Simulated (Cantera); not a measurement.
Cantera run:

```python
import numpy as np
import cantera as ct

gas_names = [...]  # 139 gases of nasa_gas.yaml made of C, Cu, H, N, O
cond_names = """
    C(gr) C6H6(L) C7H8(L) C8H18(L),n-octa Cu(cr) Cu(L) CuO(s) CuO2H2(s) Cu2O(s) Cu2O(L) H2O(s) H2O(L)
""".split()


# ... load() reads the species with a 1 bar reference pressure and builds the phases ...
atoms = {
    'Cu2O': {'Cu': 2, 'O': 1},
    'CH4': {'C': 1, 'H': 4},
    'N2': {'N': 2},
}
top_T = {'C(gr)': 4500, 'CuO(s)': 1390}  # K; cautious upper limits of use, not melting points


# ... equilibrate(T, P, feed) seeds the gas with the atoms and calls Mixture.equilibrate('TP', solver="vcs", rtol=1e-11, max_steps=5000) ...
results = []
T = 1623  # K
P = 101325  # Pa
for m in [0.49, 1, 1.6, 2.1, 2.7, 3.2, 3.8, 4.3, 4.9, 5.4, 5.9]:
    feed = {'Cu2O': 1, 'CH4': m, 'N2': 13}  # mol
    mix = equilibrate(T, P, feed)
    results.append((T, P, feed, dict(zip(mix.species_names, mix.species_moles))))

top = {s: max(r[3][s] / sum(r[3][g] for g in gas_names) for r in results) for s in gas_names}
cols = sorted((s for s in top if top[s] > 0.0001), key=lambda s: -top[s])[:8]
seen = [c for c in cond_names if any(r[3].get(c, 0) > 1e-12 for r in results)]
print("log10 of partial pressures in bar; condensed amounts in mol")
print(f"{'n(CH4)':>10s}" + "".join(f"{s[:9]:>10s}" for s in cols + seen))
for T, P, feed, n in results:
    ng = sum(n[g] for g in gas_names)
    print(f"{feed['CH4']:10.4g}" + "".join(f"{np.log10(max(n[s] / ng * P / 1e5, 1e-99)):10.3f}" for s in cols)
          + "".join(f"{n.get(c, 0):10.4g}" for c in seen))
```

Output:

```
log10 of partial pressures in bar; condensed amounts in mol
    n(CH4)        N2        H2        CO       H2O       CO2       HCN       CH4     C(gr)     Cu(L)
      0.49    -0.041    -1.403    -1.557    -1.536    -2.181    -7.896   -10.181         0     1.999
         1    -0.084    -0.898    -1.199    -4.189    -4.981    -4.148    -5.653         0     1.999
       1.6    -0.116    -0.726    -1.230    -5.077    -6.072    -3.049    -4.281    0.5835     1.999
       2.1    -0.141    -0.632    -1.254    -5.008    -6.121    -3.015    -4.094     1.081     1.999
       2.7    -0.168    -0.551    -1.282    -4.954    -6.177    -2.988    -3.931     1.677     1.999
       3.2    -0.190    -0.499    -1.304    -4.924    -6.220    -2.973    -3.827     2.175     1.999
       3.8    -0.215    -0.449    -1.329    -4.899    -6.270    -2.960    -3.727     2.772     1.999
       4.3    -0.235    -0.415    -1.348    -4.884    -6.309    -2.953    -3.659     3.269     1.999
       4.9    -0.257    -0.381    -1.371    -4.872    -6.354    -2.947    -3.590     3.866     1.999
       5.4    -0.275    -0.356    -1.389    -4.866    -6.390    -2.944    -3.542     4.364     1.999
       5.9    -0.292    -0.335    -1.406    -4.862    -6.424    -2.942    -3.499     4.862     1.999
```

These are equilibrium values from Cantera (NASA tables, ideal gas, pure condensed phases), not measurements of a reactor.
